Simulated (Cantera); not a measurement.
Ignition delay

Mixture: CH3OH : O2 : N2 = 1 : 3.49 : 13.1 (molar parts), at 101000 Pa, adiabatic and at constant volume. Ignition delay is the time to a rise of 400 K.

Computed with Cantera and GRI-Mech 3.0 (53 species, 325 reactions). GRI-Mech 3.0 was tuned for natural gas; its chemistry of methanol as a main component is partial and can be far from experiment.

```
T0 (K)  delay (ms)
------  ----------
1000           599
1050           190
1100          67.1
1150          26.1
1200          11.0
1250          5.04
1300          2.48
1350          1.31
```

- apparent activation energy between 1250 and 1350 K: 190 kJ/mol
